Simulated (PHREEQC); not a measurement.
Consider water at 25 °C with 0.066 mol/kgw CuCl2, 0.23 mol/kgw HCl and 0.016 mol/kgw KCl. Closed to the air; pH follows from the charge balance.

All values are PHREEQC results (ion-association model, phreeqc.dat), not measurements.

| quantity | before | after |
|---|---|---|
| pH | 0.75 | 0.78 |
| ionic strength (mol/kgw) | 0.414 | 1.63 |
| Cl- (mol/kgw) | 0.363 | 1.25 |
| Cu+2 (mol/kgw) | 0.0517 | 0.382 |
| CuCl+ (mol/kgw) | 0.0133 | 0.240 |
| CuCl2 (mol/kgw) | 0.00103 | 0.0372 |
| SI of Sylvite (KCl) | -3.50 | -3.07 |

Task: Name the change that produced these shifts.
(A) CuCl2 from 0.066 to 0.66 mol/kgw
(B) CuCl2 from 0.066 to 0.0132 mol/kgw
(C) HCl from 0.23 to 1.15 mol/kgw
(D) HCl from 0.23 to 0.046 mol/kgw
(E) 0.0095 mol/kgw K2SO4 added

Result: A, CuCl2 from 0.066 to 0.66 mol/kgw

No solid was allowed to form. The ionic strength passes 0.7 mol/kgw, the rough limit of the ion-association models, in after.
